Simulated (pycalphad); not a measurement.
# Effect of Al content in Si-Al

Source of the numbers: pycalphad with the COST 507 light-alloy database (1999); pressure 1 atm. The database dates from 1999; later assessments differ in places, in temperatures and in the compounds included. Phase fractions are per mole of atoms.

```
alloy              liquidus (°C)   first solid  solidus (°C)             phases at 552 °C
-----------------  -------------  ------------  ------------  ---------------------------
Si-1.586Al (wt.%)           1406  diamond (Si)           577  diamond (Si) 0.98, fcc 0.02
Si-3.174Al (wt.%)           1398  diamond (Si)           577  diamond (Si) 0.97, fcc 0.03
Si-4.765Al (wt.%)           1390  diamond (Si)           577  diamond (Si) 0.95, fcc 0.05
Si-6.357Al (wt.%)           1382  diamond (Si)           577  diamond (Si) 0.93, fcc 0.07
Si-9.548Al (wt.%)           1366  diamond (Si)           577  diamond (Si) 0.90, fcc 0.10
Si-12.75Al (wt.%)           1348  diamond (Si)           577  diamond (Si) 0.87, fcc 0.13
```
